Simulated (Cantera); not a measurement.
A perfectly stirred reactor is fed with 61.0 % NH3, 39.0 % H2, at 13300 Pa; it is held at 1600 K, and followed from long to short residence time.

Computed with Cantera and the gas-phase N/H chemistry of the illustrative SiF4/NH3 mechanism in the Surface Chemkin manual (1991). Walls and surfaces, which speed up NH3 decomposition in real reactors, are not modelled.

Predict: x(NH3) at τ = 5.80 s; x(H2) at τ = 5.80 s; x(N2) at τ = 5.80 s; x(H) at τ = 5.80 s; x(N) at τ = 5.80 s; x(NH3) at τ = 22.0 ms; x(H2) at τ = 22.0 ms; x(N2) at τ = 22.0 ms; x(H) at τ = 22.0 ms; x(N) at τ = 22.0 ms.


```json
{
  "x(NH3) at τ = 5.80 s": "0.512",
  "x(H2) at τ = 5.80 s": "0.458",
  "x(N2) at τ = 5.80 s": "0.0304",
  "x(H) at τ = 5.80 s": "3.08e-5",
  "x(N) at τ = 5.80 s": "1.25e-8",
  "x(NH3) at τ = 22.0 ms": "0.609",
  "x(H2) at τ = 22.0 ms": "0.390",
  "x(N2) at τ = 22.0 ms": "7.49e-5",
  "x(H) at τ = 22.0 ms": "1.88e-5",
  "x(N) at τ = 22.0 ms": "5.44e-9"
}
```
